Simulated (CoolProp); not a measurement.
Ammonia at 238.06 K and 0.0708 MPa flows at 12 m/s in a round tube of 50 mm bore and 0.25 µm roughness, fully developed (64/Re and Nu = 3.66 if laminar; Colebrook and Gnielinski if turbulent). Each further row changes one setting.

Computed with CoolProp (reference Helmholtz-energy equation of state, Gao 2020).

| case | Reynolds number | Darcy friction factor | pressure drop (Pa/m) | heat-transfer coefficient (W/(m² K)) | mass flow (kg/h) |
|---|---|---|---|---|---|
| as stated | 46500 | 0.0213 | 19.0 | 45.9 | 52.7 |
| velocity 24 m/s | 93000 | 0.0183 | 65.5 | 79.5 | 105 |
| diameter 100 mm | 93000 | 0.0183 | 8.18 | 39.7 | 211 |

Viscosity comes from a separate model (Fenghour 1995). Thermal conductivity comes from a separate model (Tufeu 1984).
